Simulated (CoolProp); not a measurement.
Vapour-liquid equilibrium of dimethyl carbonate (1) + n-octane (2) at 2.36 bar; x and y are mole fractions of (1).

Values from CoolProp's multi-fluid Helmholtz-energy mixture model, Zhou 2011 and Beckmüller 2019; pair parameters Bell 2016.

```csv
x,"bubble temperature, mixture model (K)","bubble temperature, Raoult's law (K)","y, mixture model","y, Raoult's law"
0.05,422.7,429.0,0.224,0.120
0.2,405.5,420.3,0.552,0.398
0.35,398.0,413.2,0.675,0.590
0.5,394.5,407.2,0.737,0.730
0.65,392.6,402.0,0.781,0.836
0.8,391.5,397.5,0.835,0.917
0.95,391.6,393.5,0.938,0.981
```

The largest gap from Raoult's law is -15.2 K in bubble temperature, at x = 0.35. y crosses x between x = 0.8 and 0.95: the model has an azeotrope there.

The pair parameters rest on a limited set of measurements; away from them the model extrapolates.
